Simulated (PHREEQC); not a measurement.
Solution (90 °C): 0.063 mol/kgw ZnCl2, 6.3e-05 mol/kgw NaOH and 0.093 mol/kgw H2SO4. Closed to the air; pH follows from the charge balance.

Equilibrium calculation in PHREEQC: ion-association model, phreeqc.dat.

**Question.** The ionic strength comes out as 0.236 mol/kgw. What activity coefficients do ZnCl+, ZnCl4-2, Na+, HSO4-, SO4-2 get?

**Answer.** ZnCl+ 0.67, ZnCl4-2 0.24, Na+ 0.71, HSO4- 0.71, SO4-2 0.23.

No solid was allowed to form. At this temperature some constants are extrapolated from 25 °C, and those without enthalpy data are left unchanged.
